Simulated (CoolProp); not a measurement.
Properties of CH3F (R41) along the isotherm -105.45 °C (Tc = 44.1 °C, pc = 5.906 MPa, ω = 0.200).

Computed with CoolProp (reference Helmholtz-energy equation of state, Lemmon 2006). It is a short technical equation, of lower accuracy than the large ones.

```csv
p (MPa),phase,cp (kJ/(kg K)),Joule-Thomson coefficient (K/MPa)
0.00934,gas,1.038,170.4
0.0151,gas,1.071,168.1
0.0244,liquid,2.059,-0.3394
0.0394,liquid,2.059,-0.3395
0.0636,liquid,2.059,-0.3395
0.103,liquid,2.059,-0.3395
0.166,liquid,2.059,-0.3396
0.268,liquid,2.059,-0.3397
0.433,liquid,2.058,-0.3399
0.7,liquid,2.058,-0.3403
1.13,liquid,2.057,-0.3408
1.83,liquid,2.055,-0.3416
2.95,liquid,2.052,-0.3429
```
